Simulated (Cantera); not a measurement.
Input (Python, Cantera) and output of one run.

```python
import numpy as np
import cantera as ct

gas_names = """
    Electron H H+ H- HO2 H2 H2+ H2- H2O H2O+ H2O2 H3O+ O O+ O- OH OH+ OH- O2 O2+ O2- O3 P P+ PH PH3 PO
    PO2 P2 P4 P4O10
""".split()
cond_names = """
    H2O(s) H2O(L) P(cr) P(L) P4O10(s)
""".split()


def load(file, names, dense=False):
    # The tables refer to 1 bar. Condensed volumes are neglected.
    table = {s.name: s for s in ct.Species.list_from_file(file)}
    out = []
    for n in names:
        d = dict(table[n].input_data)
        d["thermo"] = dict(d["thermo"], **{"reference-pressure": 1e5})
        if dense:
            d["equation-of-state"] = {"model": "constant-volume", "density": "1e6 g/cm^3"}
        out.append(ct.Species.from_dict(d))
    return out


gas = ct.Solution(thermo="ideal-gas", species=load("nasa_gas.yaml", gas_names))
cond = {s.name: ct.Solution(thermo="fixed-stoichiometry", species=[s], name=s.name)
        for s in load("nasa_condensed.yaml", cond_names, dense=True)}
atoms = {
    'PH3': {'P': 1, 'H': 3},
    'O2': {'O': 2},
    'H2': {'H': 2},
}
top_T = {'P4O10(s)': 690}  # K; cautious upper limits of use, not melting points


def equilibrate(T, P, feed):
    n = {}
    for name, mol in feed.items():
        for a, k in atoms[name].items():
            n[a] = n.get(a, 0.0) + k * mol
    gas.TPX = T, P, n
    mass = sum(n.values()) * gas.mean_molecular_weight
    gas.equilibrate("TP")
    valid = [c for c in cond.values() if c.min_temp <= T <= top_T.get(c.name, c.max_temp)]
    mix = ct.Mixture([(gas, mass / gas.mean_molecular_weight)] + [(c, 0.0) for c in valid])
    mix.T, mix.P = T, P
    mix.equilibrate("TP", solver="vcs", rtol=1e-11, max_steps=5000)
    return mix


results = []
feed = {'PH3': 1, 'O2': 0.96, 'H2': 5.9}  # mol
P = 7100  # Pa
for T in [3000, 3500, 4000, 4500, 5000]:
    mix = equilibrate(T, P, feed)
    results.append((T, P, feed, dict(zip(mix.species_names, mix.species_moles))))

top = {s: max(r[3][s] / sum(r[3][g] for g in gas_names) for r in results) for s in gas_names}
cols = sorted((s for s in top if top[s] > 1e-05), key=lambda s: -top[s])[:8]
seen = [c for c in cond_names if any(r[3].get(c, 0) > 1e-12 for r in results)]
print("log10 of partial pressures in bar; condensed amounts in mol")
print(f"{'T/K':>10s}" + "".join(f"{s[:9]:>10s}" for s in cols + seen))
for T, P, feed, n in results:
    ng = sum(n[g] for g in gas_names)
    print(f"{T:10.4g}" + "".join(f"{np.log10(max(n[s] / ng * P / 1e5, 1e-99)):10.3f}" for s in cols)
          + "".join(f"{n.get(c, 0):10.4g}" for c in seen))
```

Output:

```
log10 of partial pressures in bar; condensed amounts in mol
       T/K         H        H2         O        PO       H2O         P        OH       PO2
      3000    -1.557    -1.511    -3.185    -2.239    -2.401    -3.569    -2.926    -3.246
      3500    -1.276    -2.095    -2.414    -2.436    -3.480    -3.012    -2.998    -4.014
      4000    -1.231    -2.867    -2.192    -2.896    -4.980    -2.544    -3.578    -5.260
      4500    -1.228    -3.534    -2.129    -3.612    -6.323    -2.422    -4.172    -6.697
      5000    -1.227    -4.072    -2.117    -4.310    -7.442    -2.404    -4.691    -8.013
```

Equilibrium computed with Cantera from the NASA thermochemical tables; the gas is ideal and each condensed phase is pure. Gases not in the tables: HPO2, HPO3 and P4O6.
